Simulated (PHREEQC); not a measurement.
Dissolve 69 mmol/kgw KOH, 7.7 mmol/kgw H3BO3 and 0.13 mmol/kgw K3PO4 at 25 °C. It is in equilibrium with CO2 at log p = 0 (atm). Otherwise closed; pH follows from the charge balance.

Computed with PHREEQC (ion-association model, wateq4f.dat).

```json
[
 {"quantity": "pH", "before": "6.57", "after": "6.93"},
 {"quantity": "ionic strength (mol/kgw)", "before": "0.0694", "after": "0.0696"},
 {"quantity": "HCO3- (mol/kgw)", "before": "0.0692", "after": "0.0689"},
 {"quantity": "CO2 (mol/kgw)", "before": "0.0335", "after": "0.0132"},
 {"quantity": "H2PO4- (mol/kgw)", "before": "8.86e-5", "after": "5.28e-5"},
 {"quantity": "HPO4-2 (mol/kgw)", "before": "3.92e-5", "after": "7.34e-5"}
]
```

Task: Which change was made?
(A) KOH from 0.069 to 0.0345 mol/kgw
(B) KOH replaced by KBr at the same molality
(C) K3PO4 from 0.00013 to 0.000195 mol/kgw
(D) K3PO4 from 0.00013 to 0.000117 mol/kgw
(E) temperature from 25 to 75 °C

Result: E, temperature from 25 to 75 °C

No solid was allowed to form. H3PO4, which wateq4f.dat lacks, is added to it with the constant of phreeqc.dat. At this temperature some constants are extrapolated from 25 °C, and those without enthalpy data are left unchanged.
